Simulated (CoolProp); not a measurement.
Properties of oxygen along the isotherm -59.85 °C (Tc = -118.6 °C, pc = 5046 kPa, ω = 0.022).

Values from CoolProp's reference Helmholtz-energy equation of state, Schmidt 1985.

| p (kPa) | phase | Z | Prandtl number |
|---|---|---|---|
| 3150 | gas | 0.9230 | 0.797 |
| 6310 | supercritical | 0.8463 | 0.895 |
| 9460 | supercritical | 0.7774 | 1.03 |
| 12600 | supercritical | 0.7274 | 1.18 |
| 15800 | supercritical | 0.7056 | 1.27 |
| 18900 | supercritical | 0.7113 | 1.29 |
| 22100 | supercritical | 0.7360 | 1.27 |
| 25200 | supercritical | 0.7705 | 1.25 |
| 28400 | supercritical | 0.8123 | 1.22 |
| 31500 | supercritical | 0.8562 | 1.19 |
| 34700 | supercritical | 0.9035 | 1.17 |
| 37800 | supercritical | 0.9504 | 1.16 |
| 41000 | supercritical | 0.9995 | 1.14 |
| 44200 | supercritical | 1.049 | 1.13 |
| 47300 | supercritical | 1.097 | 1.12 |
| 50500 | supercritical | 1.146 | 1.11 |

Viscosity comes from a separate model (Lemmon 2004). Thermal conductivity comes from a separate model (Lemmon 2004).
